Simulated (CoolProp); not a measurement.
Methane along the isobar 3.59 MPa: density (kg/m³) from the reference equation and from simpler models built on Tc = 190.6 K, pc = 4.599 MPa, ω = 0.011; each cubic takes its own stable root.

Model: reference Helmholtz-energy equation of state, Setzmann 1991, in CoolProp.

```tsv
T (K)	phase	reference
177.2	liquid	293.1
190.9	gas	55.45
204.7	gas	45.14
218.4	gas	39.31
232.1	gas	35.26
245.9	gas	32.16
259.6	gas	29.70
273.4	gas	27.66
287.1	gas	25.94
300.8	gas	24.45
314.6	gas	23.14
328.3	gas	21.99
342.1	gas	20.96
```

Task: How far does each simpler model (Redlich-Kwong, Peng-Robinson) lie from the reference over these 13 states: mean and median of the absolute difference, and the worst?

Result: 
- Redlich-Kwong: mean 1.1 %, median 0.3 %, worst -10.4 % at 177.2 K and 3.59 MPa
- Peng-Robinson: mean 2.1 %, median 1.9 %, worst +4.0 % at 190.9 K and 3.59 MPa
